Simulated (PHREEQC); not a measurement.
Solution (25 °C): 1.5 mol/kgw CaCl2 and 0.00021 mol/kgw H4SiO4. Closed to the air; pH follows from the charge balance.

Equilibrium calculation in PHREEQC: Pitzer model, pitzer.dat.

Each row changes one thing in this solution. Precipitation was switched off in this run.

```
case                                      pH  ionic strength (mol/kgw)
--------------------------------------  ----  ------------------------
as made                                 5.92                      4.50
CaCl2 left out                           ___                   2.03e-7
H4SiO4 left out                         6.18                      4.50
CaCl2 from 1.5 to 0.75 mol/kgw           ___                       ___
diluted 100-fold with water             6.97                    0.0450
H4SiO4 from 0.00021 to 0.00105 mol/kgw  5.62                      4.50
H4SiO4 from 0.00021 to 4.2e-05 mol/kgw   ___                      4.50
```

Problem. Fill in the missing entries.

Solution. 
- CaCl2 left out, pH: 6.69
- CaCl2 from 1.5 to 0.75 mol/kgw, pH: 6.26
- CaCl2 from 1.5 to 0.75 mol/kgw, ionic strength (mol/kgw): 2.25
- H4SiO4 from 0.00021 to 4.2e-05 mol/kgw, pH: 6.10

Some of these states are supersaturated (in SiO2(a), for instance). In brines, pH and single-ion activities rest on the MacInnes convention.
